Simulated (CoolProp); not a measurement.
Properties of ethanol along the isotherm -4.05 °C.

The numbers come from the reference Helmholtz-energy equation of state, Schroeder 2014 in CoolProp.

```json
[
 {"p (kPa)": "1210", "phase": "liquid", "density (kg/m³)": "810.7", "Joule-Thomson coefficient (K/MPa)": "-0.3985", "viscosity (µPa s)": "2000", "Prandtl number": "26.2", "fugacity coefficient": "0.001020"},
 {"p (kPa)": "2410", "phase": "liquid", "density (kg/m³)": "811.6", "Joule-Thomson coefficient (K/MPa)": "-0.3993", "viscosity (µPa s)": "2020", "Prandtl number": "26.3", "fugacity coefficient": "0.0005280"},
 {"p (kPa)": "3620", "phase": "liquid", "density (kg/m³)": "812.5", "Joule-Thomson coefficient (K/MPa)": "-0.4000", "viscosity (µPa s)": "2030", "Prandtl number": "26.4", "fugacity coefficient": "0.0003625"},
 {"p (kPa)": "4820", "phase": "liquid", "density (kg/m³)": "813.4", "Joule-Thomson coefficient (K/MPa)": "-0.4007", "viscosity (µPa s)": "2040", "Prandtl number": "26.4", "fugacity coefficient": "0.0002806"},
 {"p (kPa)": "6030", "phase": "liquid", "density (kg/m³)": "814.3", "Joule-Thomson coefficient (K/MPa)": "-0.4014", "viscosity (µPa s)": "2060", "Prandtl number": "26.5", "fugacity coefficient": "0.0002313"},
 {"p (kPa)": "7230", "phase": "liquid", "density (kg/m³)": "815.2", "Joule-Thomson coefficient (K/MPa)": "-0.4021", "viscosity (µPa s)": "2070", "Prandtl number": "26.6", "fugacity coefficient": "0.0001988"},
 {"p (kPa)": "8440", "phase": "liquid", "density (kg/m³)": "816.1", "Joule-Thomson coefficient (K/MPa)": "-0.4028", "viscosity (µPa s)": "2080", "Prandtl number": "26.6", "fugacity coefficient": "0.0001756"},
 {"p (kPa)": "9640", "phase": "liquid", "density (kg/m³)": "816.9", "Joule-Thomson coefficient (K/MPa)": "-0.4034", "viscosity (µPa s)": "2090", "Prandtl number": "26.7", "fugacity coefficient": "0.0001585"},
 {"p (kPa)": "10800", "phase": "liquid", "density (kg/m³)": "817.8", "Joule-Thomson coefficient (K/MPa)": "-0.4040", "viscosity (µPa s)": "2110", "Prandtl number": "26.7", "fugacity coefficient": "0.0001457"},
 {"p (kPa)": "12100", "phase": "liquid", "density (kg/m³)": "818.7", "Joule-Thomson coefficient (K/MPa)": "-0.4046", "viscosity (µPa s)": "2120", "Prandtl number": "26.8", "fugacity coefficient": "0.0001343"},
 {"p (kPa)": "13300", "phase": "liquid", "density (kg/m³)": "819.5", "Joule-Thomson coefficient (K/MPa)": "-0.4052", "viscosity (µPa s)": "2130", "Prandtl number": "26.9", "fugacity coefficient": "0.0001260"},
 {"p (kPa)": "14500", "phase": "liquid", "density (kg/m³)": "820.3", "Joule-Thomson coefficient (K/MPa)": "-0.4057", "viscosity (µPa s)": "2140", "Prandtl number": "26.9", "fugacity coefficient": "0.0001191"},
 {"p (kPa)": "15700", "phase": "liquid", "density (kg/m³)": "821.1", "Joule-Thomson coefficient (K/MPa)": "-0.4063", "viscosity (µPa s)": "2160", "Prandtl number": "27.0", "fugacity coefficient": "0.0001133"}
]
```

Viscosity comes from a separate model (Kiselev 2005). Thermal conductivity comes from a separate model (Assael 2013).
